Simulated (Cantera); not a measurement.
# Ti(OiPr)₄ + H₂O + H₂ + O₂ (titanium nitride, carbide and oxide coatings)

A closed system holds: 1 mol Ti(OiPr)₄, 6.8 mol H₂O, 190 mol H₂, 0.76 mol O₂, at 9500 Pa.

These are equilibrium values from Cantera (NASA tables, ideal gas, pure condensed phases), not measurements of a reactor. Candidate condensed phases: C, C₆H₆, C₇H₈, C₈H₁₈, H₂O, Ti, TiC, TiO, TiO₂, Ti₂O₃, Ti₃O₅, Ti₄O₇; 113 gas species. The feed counts by its element totals alone. Mutual solubility and eutectic melting of coexisting phases are not modelled. TiC: taken at fixed stoichiometry. Condensed phases not in the tables: Magnéli phases beyond Ti₄O₇. The numbers say what is thermodynamically allowed, not how fast it happens.

| T (K) | x H₂ | x CO | x CH₄ | x H₂O | x H | n C(graphite) | n TiO₂(rutile) | n Ti₄O₇(s) | n Ti₃O₅(s) | n TiC(s) | n Ti₂O₃(s) |
|---|---|---|---|---|---|---|---|---|---|---|---|
| 1075 | 0.949 | 0.0463 | 0.00386 | 0.000528 | 4.64e-8 | 0.952 | 1.00 | 0 | 0 | 0 | 0 |
| 1125 | 0.950 | 0.0476 | 0.00247 | 0.000276 | 1.40e-7 | 0.948 | 0 | 0.250 | 0 | 0 | 0 |
| 1175 | 0.951 | 0.0477 | 0.00164 | 0.000149 | 3.88e-7 | 1.10 | 0 | 0.250 | 0 | 0 | 0 |
| 1225 | 0.951 | 0.0481 | 0.00113 | 8.54e-5 | 9.86e-7 | 1.12 | 0 | 0 | 0.333 | 0 | 0 |
| 1275 | 0.948 | 0.0513 | 0.000654 | 6.52e-5 | 2.33e-6 | 0 | 0 | 0 | 0.181 | 0.456 | 0 |
| 1325 | 0.948 | 0.0517 | 0.000272 | 7.06e-5 | 5.17e-6 | 0 | 0 | 0 | 0 | 0.454 | 0.273 |
| 1375 | 0.948 | 0.0518 | 0.000121 | 7.55e-5 | 1.08e-5 | 0 | 0 | 0 | 0 | 0.468 | 0.266 |
| 1425 | 0.948 | 0.0518 | 5.68e-5 | 8.03e-5 | 2.15e-5 | 0 | 0 | 0 | 0 | 0.474 | 0.263 |
| 1475 | 0.948 | 0.0518 | 2.81e-5 | 8.49e-5 | 4.10e-5 | 0 | 0 | 0 | 0 | 0.477 | 0.261 |
| 1525 | 0.948 | 0.0518 | 1.46e-5 | 8.93e-5 | 7.47e-5 | 0 | 0 | 0 | 0 | 0.479 | 0.261 |
| 1575 | 0.948 | 0.0518 | 7.94e-6 | 9.36e-5 | 0.000131 | 0 | 0 | 0 | 0 | 0.480 | 0.260 |
| 1625 | 0.948 | 0.0518 | 4.48e-6 | 9.77e-5 | 0.000223 | 0 | 0 | 0 | 0 | 0.480 | 0.260 |
x: gas mole fraction; n: condensed amount in mol.

At 1075 K the condensed part is C(graphite) + TiO₂(rutile). From 1125 K to 1175 K the condensed part is C(graphite) + Ti₄O₇(s). At 1225 K the condensed part is C(graphite) + Ti₃O₅(s). At 1275 K the condensed part is TiC(s) + Ti₃O₅(s). From 1325 K to 1625 K the condensed part is TiC(s) + Ti₂O₃(s).
